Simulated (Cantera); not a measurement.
Standard-state values (1 bar) from the NASA 1993 polynomials, evaluated with Cantera. Values are per mole of reaction as written; species without (g) are pure solids or liquids, kept so even where they would boil at 1 bar.

2 C + O₂(g) ⇌ 2 CO(g)

```json
[
 {"T (K)": "748", "ΔH° (kJ)": "-221.3", "ΔS° (J/K)": "179.6", "ΔG° (kJ)": "-355.7", "log10 K": "24.84"},
 {"T (K)": "948", "ΔH° (kJ)": "-223.4", "ΔS° (J/K)": "177.2", "ΔG° (kJ)": "-391.4", "log10 K": "21.56"},
 {"T (K)": "1148", "ΔH° (kJ)": "___", "ΔS° (J/K)": "___", "ΔG° (kJ)": "___", "log10 K": "___"},
 {"T (K)": "1348", "ΔH° (kJ)": "-228.4", "ΔS° (J/K)": "172.8", "ΔG° (kJ)": "-461.4", "log10 K": "17.88"},
 {"T (K)": "1548", "ΔH° (kJ)": "-231.1", "ΔS° (J/K)": "170.9", "ΔG° (kJ)": "-495.7", "log10 K": "16.73"},
 {"T (K)": "1748", "ΔH° (kJ)": "___", "ΔS° (J/K)": "___", "ΔG° (kJ)": "___", "log10 K": "___"},
 {"T (K)": "1948", "ΔH° (kJ)": "-237.0", "ΔS° (J/K)": "167.5", "ΔG° (kJ)": "-563.4", "log10 K": "15.11"},
 {"T (K)": "2148", "ΔH° (kJ)": "-240.2", "ΔS° (J/K)": "166.0", "ΔG° (kJ)": "-596.8", "log10 K": "14.51"},
 {"T (K)": "2348", "ΔH° (kJ)": "-243.5", "ΔS° (J/K)": "164.5", "ΔG° (kJ)": "-629.8", "log10 K": "14.01"},
 {"T (K)": "2548", "ΔH° (kJ)": "-246.9", "ΔS° (J/K)": "163.2", "ΔG° (kJ)": "-662.6", "log10 K": "13.58"},
 {"T (K)": "2748", "ΔH° (kJ)": "-250.4", "ΔS° (J/K)": "161.8", "ΔG° (kJ)": "-695.1", "log10 K": "13.21"}
]
```

Question: Some entries are withheld; supply them.

Answer: 
- 1148, ΔH° (kJ): -225.8
- 1148, ΔS° (J/K): 174.9
- 1148, ΔG° (kJ): -426.6
- 1148, log10 K: 19.41
- 1748, ΔH° (kJ): -234.0
- 1748, ΔS° (J/K): 169.2
- 1748, ΔG° (kJ): -529.7
- 1748, log10 K: 15.83
